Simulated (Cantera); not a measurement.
Mixture: CO : H₂ : CH₄ : O₂ : N₂ : H₂O = 1 : 0.2 : 0.15 : 1.73 : 6.51 : 0.77 (molar parts), at 3000 Torr, adiabatic and at constant volume. Ignition delay is the time to a rise of 400 K.

Computed with Cantera and GRI-Mech 3.0 (53 species, 325 reactions). Below about 1000 K GRI-Mech 3.0 lacks low-temperature oxidation paths. Below about 950 K walls govern HO2 and H2O2 in real vessels.

Problem. What does this change do: H2O 0.77 to 0.26 parts?

Solution. 
| quantity | before | after |
|---|---|---|
| delay at 925 K | 84.0 ms | 64.1 ms |
| delay at 1125 K | 0.767 ms | 0.502 ms |
| delay at 1325 K | 66.4 µs | 51.3 µs |
| delay at 1525 K | 19.3 µs | 16.9 µs |
| delay at 1725 K | 9.97 µs | 9.33 µs |
Where the delays flatten at high temperature, the 400 K rule measures the pace of heat release, not the induction time.

Problem. What does this change do: CO 1 to 0.53 parts?

Solution. 
```csv
quantity,before,after
delay at 925 K,84.0 ms,0.124 s
delay at 1125 K,0.767 ms,1.01 ms
delay at 1325 K,66.4 µs,77.1 µs
delay at 1525 K,19.3 µs,21.2 µs
delay at 1725 K,9.97 µs,10.8 µs
apparent activation energy between 1625 and 1825 K,63 kJ/mol,62 kJ/mol
```
Where the delays flatten at high temperature, the 400 K rule measures the pace of heat release, not the induction time.
